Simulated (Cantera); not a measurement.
A closed system holds: 1 mol Fe3O4, 2.1 mol H2O, 0.22 mol H2, at 720000 Pa.

Cantera equilibrium calculation (NASA polynomials, part measured and part estimated; ideal gas, pure solids and liquids). Candidate condensed phases: Fe, FeO, Fe(OH)2, Fe(OH)3, Fe2O3, Fe3O4, H2O; 12 gas species. Mutual solubility and eutectic melting of coexisting phases are not modelled. The tables' stoichiometric FeO is somewhat more stable than real wüstite, so its field is too wide. FeO: taken at fixed stoichiometry. Equilibrium is a limit: real reactors are often held back by kinetics, nucleation or transport.

Question: Which condensed phases are stable at each of these points (T (°C)): 550, 625, 700, 775, 850, 925, 1000, 1075, 1150, 1225, 1300?

Answer: 
```
T (°C)   condensed phases  Fe condensed (%)
------  -----------------  ----------------
550              Fe3O4(s)             100.0
625              Fe3O4(s)             100.0
700     FeO(s) + Fe3O4(s)             100.0
775     FeO(s) + Fe3O4(s)             100.0
850     FeO(s) + Fe3O4(s)             100.0
925     FeO(s) + Fe3O4(s)             100.0
1000    FeO(s) + Fe3O4(s)             100.0
1075    FeO(s) + Fe3O4(s)             100.0
1150    FeO(s) + Fe3O4(s)             100.0
1225    FeO(s) + Fe3O4(s)             100.0
1300    FeO(s) + Fe3O4(s)             100.0
```

From 550 °C to 625 °C the condensed part is Fe3O4(s). From 700 °C to 1300 °C the condensed part is FeO(s) + Fe3O4(s).
